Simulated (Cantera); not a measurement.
# Stirred combustor or abatement burner

A perfectly stirred reactor is fed with CH₄ : C₂H₆ : C₃H₈ : O₂ : N₂ = 1 : 0.17 : 0.42 : 5.05 : 19 (molar parts), equivalence ratio 0.93, at 5.00 bar; it is adiabatic with a 425 K inlet, and is followed from long to short residence time, starting on the burning branch (τ in s: 0.31, 0.15, 0.072, 0.035, 0.017, 0.008, 0.0038, 0.0018, 0.00089, 0.00043, 0.0002, 9.8e-05).

Cantera simulation using GRI-Mech 3.0 (53 species, 325 reactions); the numbers are that mechanism's predictions, not measurements. GRI-Mech 3.0 was tuned for natural gas; its chemistry of propane as a main component is partial and can be far from experiment.

```
τ (s)    T (K)     x CH₄   x C₂H₆   x C₃H₈       x O  x CH₂CO
-------  -----  --------  -------  -------  --------  -------
0.31      2289   1.58e-7  2.56e-9  7.56e-9  0.000249  9.45e-9
0.15      2289   3.21e-7  5.26e-9  1.55e-8  0.000255  1.95e-8
0.072     2289   6.50e-7  1.08e-8  3.19e-8  0.000265  4.08e-8
0.035     2288   1.28e-6  2.20e-8  6.45e-8  0.000282  8.37e-8
0.017     2285   2.46e-6  4.47e-8  1.30e-7  0.000310  1.71e-7
0.0080    2278   4.69e-6  9.28e-8  2.65e-7  0.000362  3.56e-7
0.0038    2264   8.45e-6  1.89e-7  5.24e-7  0.000452  7.20e-7
0.0018    2244   1.47e-5  3.80e-7  1.01e-6  0.000602  1.43e-6
0.00089   2216   2.44e-5  7.23e-7  1.82e-6  0.000817  2.67e-6
0.00043   2180   4.15e-5  1.38e-6  3.29e-6   0.00113  4.98e-6
0.00020   2132   7.51e-5  2.73e-6  6.13e-6   0.00154  9.36e-6
9.8e-5    2077  0.000138  5.26e-6  1.12e-5   0.00197  1.68e-5
```
x: mole fraction; the columns are a selection and need not sum to one.
